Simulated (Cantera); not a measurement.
Input: 1 mol FeS2, 0.81 mol SO2, 7.4 mol N2, equilibrated at 1598.15 K and 1 atm.

Equilibrium computed with Cantera from the NASA thermochemical tables; the gas is ideal and each condensed phase is pure. Candidate condensed phases: Fe, FeO, FeS, FeSO4, FeS2, Fe2O3, Fe2(SO4)3, Fe3O4, S; 19 gas species. FeS: taken at fixed stoichiometry. Equilibrium is a limit: real reactors are often held back by kinetics, nucleation or transport.

Base state: N2 0.849, SO2 0.0910, S2 0.0555, SO 0.00228, S2O 0.00170, S 2.78e-5 (mole fractions); condensed: FeS(l).

Q: What changes in the equilibrium state with this change: pressure from 1 atm to 13.3 mbar?

A: 
```csv
species,before,after
N2,0.849,0.835
S2,0.0555,0.0996
SO2,0.0910,0.0577
Fe,3.30e-8,1.63e-5
S,2.78e-5,0.000324
SO,0.00228,0.00620
S2O,0.00170,0.000709
"FeS(l), mol",1.00,0.464
"FeO(s), mol",0,0.536
```
Metal and sulfide melt together well below either melting point, which pure phases cannot show. Mutual solubility and eutectic melting of coexisting phases are not modelled. The tables' stoichiometric FeO is somewhat more stable than real wüstite, so its field is too wide. FeO, FeS: taken at fixed stoichiometry.

Q: What changes in the equilibrium state with this change: SO2 from 0.81 to 3.3 mol?

A: 
```json
[
 {"species": "N2", "before": "0.849", "after": "0.655"},
 {"species": "SO2", "before": "0.0910", "after": "0.272"},
 {"species": "S2", "before": "0.0555", "after": "0.0660"},
 {"species": "S2O", "before": "0.00170", "after": "0.00334"},
 {"species": "SO", "before": "0.00228", "after": "0.00411"},
 {"species": "S", "before": "2.78e-5", "after": "3.03e-5"},
 {"species": "FeS(l), mol", "before": "1.00", "after": "0.619"},
 {"species": "FeO(s), mol", "before": "0", "after": "0.381"}
]
```
Metal and sulfide melt together well below either melting point, which pure phases cannot show. Mutual solubility and eutectic melting of coexisting phases are not modelled. The tables' stoichiometric FeO is somewhat more stable than real wüstite, so its field is too wide. FeO, FeS: taken at fixed stoichiometry.
